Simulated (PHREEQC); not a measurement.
Solution (20 °C): 17 mmol/kgw SrCl2 and 11 mmol/kgw CO2. It is in equilibrium with CO2 at log p = 0 (atm). Otherwise closed; pH follows from the charge balance.

All values are PHREEQC results (ion-association model, phreeqc.dat), not measurements.

pH: 3.87
ionic strength: 0.0511 mol/kgw
specific conductance: 3420 µS/cm
density: 1.001 g/cm³

```tsv
species	molality	activity	log γ
CO2	0.0385	0.0389	0.005
Cl-	0.0340	0.0277	-0.089
Sr+2	0.0170	0.00807	-0.323
H+	0.000159	0.000135	-0.069
HCO3-	0.000144	0.000119	-0.082
(CO2)2	2.32e-5	2.35e-5	0.005
SrHCO3+	1.50e-5	1.24e-5	-0.082
```

This is a speciation only: nothing precipitates in the calculation.
